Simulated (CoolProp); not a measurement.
The numbers come from the reference Helmholtz-energy equation of state, Wu 2012 in CoolProp.

Problem. For fluoroethane (R161), give the phase and the density (kg/m³), cp (kJ/(kg K)), expansivity (1/kK), fugacity coefficient at 72.65 °C and 50 bar; 111.65 °C and 50 bar.

Solution. 
- 72.65 °C and 50 bar: liquid; density 606, cp 2.66, expansivity 5.48, fugacity coefficient 0.446
- 111.65 °C and 50 bar: gas; density 139, cp 4.09, expansivity 20.8, fugacity coefficient 0.689
